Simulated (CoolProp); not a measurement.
Fluoroethane (R161) along the isobar 5000 kPa: Z from the reference equation and from simpler models built on Tc = 102.1 °C, pc = 5010 kPa, ω = 0.216; each cubic takes its own stable root.

Model: reference Helmholtz-energy equation of state, Wu 2012, in CoolProp.

```json
[
 {"T (°C)": "-126.55", "phase": "liquid", "reference": "0.2102"},
 {"T (°C)": "-104.55", "phase": "liquid", "reference": "0.1884"},
 {"T (°C)": "-82.55", "phase": "liquid", "reference": "0.1719"},
 {"T (°C)": "-60.55", "phase": "liquid", "reference": "0.1592"},
 {"T (°C)": "-38.45", "phase": "liquid", "reference": "0.1493"},
 {"T (°C)": "-16.45", "phase": "liquid", "reference": "0.1419"},
 {"T (°C)": "5.55", "phase": "liquid", "reference": "0.1367"},
 {"T (°C)": "27.55", "phase": "liquid", "reference": "0.1337"},
 {"T (°C)": "49.55", "phase": "liquid", "reference": "0.1336"},
 {"T (°C)": "71.55", "phase": "liquid", "reference": "0.1376"}
]
```

Question: How far does each simpler model (van der Waals, Redlich-Kwong) lie from the reference over these 10 states: mean and median of the absolute difference, and the worst?

Answer: 
- van der Waals: mean 72.7 %, median 72.5 %, worst +73.9 % at -126.55 °C and 5000 kPa
- Redlich-Kwong: mean 20.9 %, median 19.3 %, worst +29.9 % at 71.55 °C and 5000 kPa
